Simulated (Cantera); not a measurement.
A closed system holds: 1 mol SiH4, 0.67 mol NO, 3.2 mol N2, held at 13300 Pa.

Cantera equilibrium calculation (NASA polynomials, part measured and part estimated; ideal gas, pure solids and liquids). Candidate condensed phases: H2O, Si, SiO2, Si2N2O, Si3N4; 35 gas species. Mutual solubility and eutectic melting of coexisting phases are not modelled. The tables hold silica as quartz up to 1696 K and as liquid above; real silica turns to tridymite and cristobalite and melts near 1996 K. Rates play no part.

Task: At 1500 K, list the 5 most abundant gas species with their mole fractions, and the condensed phases.

Result: N2 0.607, H2 0.393, H2O 0.000131, SiO 3.86e-5, H 3.02e-5. Condensed: SiO2(β-quartz) + Si2N2O(s).
